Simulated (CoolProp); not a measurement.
A closed Brayton cycle with dry air: compressor inlet 306.15 K and 3.9 MPa, high pressure 9.71 MPa, turbine inlet 820 K, compressor efficiency 0.85, turbine efficiency 0.9, recuperator effectiveness 0.8 (on enthalpy, no pinch check). Each further row changes one setting.

Computed with CoolProp (reference Helmholtz-energy equation of state, Lemmon 2000). It is a pseudo-pure fit of the blend.

| case | thermal efficiency (%) | net work (kJ/kg) | compressor to turbine work | compressor exit (K) | turbine exit (K) |
|---|---|---|---|---|---|
| as stated | 28.7 | 66.8 | 0.62 | 414.4 | 661.2 |
| turbine inlet 770 K | … | … | 0.66 | 414.4 | 619.4 |
| compressor inlet 316.15 K | 27.5 | … | 0.64 | 427.7 | 661.2 |
| high pressure 8.25 MPa | 28.1 | 60.1 | 0.59 | 392.9 | … |
| recuperator effectiveness 0.5 | 21.5 | 66.8 | 0.62 | 414.4 | 661.2 |

Q: What belongs in the gaps?

A: 
- turbine inlet 770 K, thermal efficiency (%): 26.3
- turbine inlet 770 K, net work (kJ/kg): 55.9
- compressor inlet 316.15 K, net work (kJ/kg): 63.0
- high pressure 8.25 MPa, turbine exit (K): 687.2
